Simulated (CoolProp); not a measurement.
Vapour pressure (bar) of R13: the reference equation beside estimates from Tc = 29.9 °C, pc = 39.73 bar, ω = 0.175.

Model: reference Helmholtz-energy equation of state, Platzer 1990, in CoolProp. This equation is an older, rougher fit; its heat capacities, sound speeds and derivatives of the liquid may be far off and weren't checked against measurements.

```csv
T (°C),reference,Lee-Kesler,van der Waals
-61.95,2.578,2.552,7.787
-51.15,4.005,3.983,10.00
-40.45,5.935,5.916,12.57
-29.65,8.505,8.487,15.54
-18.85,11.81,11.79,18.93
-8.05,15.97,15.94,22.74
2.75,21.12,21.09,27.00
13.55,27.42,27.41,31.71
```

Absolute difference from the reference over all 8 rows, mean and median: Lee-Kesler 0.3 and 0.2 %, van der Waals 86.6 and 71.5 %.
